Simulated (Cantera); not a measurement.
Cantera run, input and output.

```python
import numpy as np
import cantera as ct

gas = ct.Solution("gri30.yaml")
gas.TPX = 1275, 100000, {'H2': 0.83, 'O2': 1, 'N2': 11}
reactor = ct.IdealGasConstPressureReactor(gas, energy="off", clone=False)
net = ct.ReactorNet([reactor])
net.rtol, net.atol = 1e-08, 1e-18
show = ['H2', 'O2', 'HO2', 'OH', 'NO2']
times = np.geomspace(8e-06, 200, 12)

steps = ct.SolutionArray(gas, extra=["t"])
rows = []
print(f"{'t/s':>10s}{'T/K':>9s}{'P/Pa':>11s}" + "".join(f"{s:>11s}" for s in show))
for t in times:
    while net.time < t:
        t_next = net.step()
        steps.append(gas.state, t=t_next)
    rows.append([np.interp(t, steps.t, y) for y in (steps.T, steps.P, *steps(*show).X.T)])
    print(f"{t:10.3e}{rows[-1][0]:9.1f}{rows[-1][1]:11.4g}" + "".join(f"{x:11.3e}" for x in rows[-1][2:]))
rate = np.gradient(steps.T, steps.t)
print("integrator steps:", len(steps.t))
if steps.T.max() > steps.T[0] + 200:
    print(f"time of steepest temperature rise: {steps.t[rate.argmax()]:.4e} s")
gas.TPX = 1275, 100000, {'H2': 0.83, 'O2': 1, 'N2': 11}
gas.equilibrate("TP")
print(f"equilibrium (TP): T = {gas.T:.1f} K  " + "  ".join(f"{s} {gas[s].X[0]:.3e}" for s in show))
```

Output:

```
       t/s      T/K       P/Pa         H2         O2        HO2         OH        NO2
 8.000e-06   1275.0      1e+05  6.469e-02  7.794e-02  1.197e-08  3.008e-09  9.716e-25
 3.764e-05   1275.0      1e+05  6.467e-02  7.793e-02  1.315e-06  1.839e-06  2.791e-18
 1.771e-04   1275.0      1e+05  1.994e-03  4.718e-02  2.244e-05  1.335e-03  3.560e-09
 8.331e-04   1275.0      1e+05  6.398e-05  4.708e-02  3.958e-06  1.834e-04  5.528e-08
 3.920e-03   1275.0      1e+05  2.855e-06  4.710e-02  3.208e-07  4.867e-05  8.878e-08
 1.844e-02   1275.0      1e+05  2.751e-07  4.711e-02  4.335e-08  1.789e-05  5.291e-08
 8.676e-02   1275.0      1e+05  4.956e-08  4.712e-02  1.109e-08  7.891e-06  2.803e-08
 4.082e-01   1275.0      1e+05  1.884e-08  4.712e-02  7.885e-09  4.691e-06  3.020e-08
 1.920e+00   1275.0      1e+05  1.716e-08  4.712e-02  7.840e-09  4.418e-06  3.181e-08
 9.035e+00   1275.0      1e+05  1.712e-08  4.712e-02  7.839e-09  4.411e-06  3.186e-08
 4.251e+01   1275.0      1e+05  1.712e-08  4.712e-02  7.839e-09  4.411e-06  3.186e-08
 2.000e+02   1275.0      1e+05  1.712e-08  4.712e-02  7.839e-09  4.411e-06  3.188e-08
integrator steps: 1693
equilibrium (TP): T = 1275.0 K  H2 1.713e-08  O2 4.703e-02  HO2 7.828e-09  OH 4.409e-06  NO2 9.606e-07
```

Model: GRI-Mech 3.0 (53 species, 325 reactions), integrated in Cantera. The temperature is held fixed by assumption; the heat of reaction is taken as removed at once.
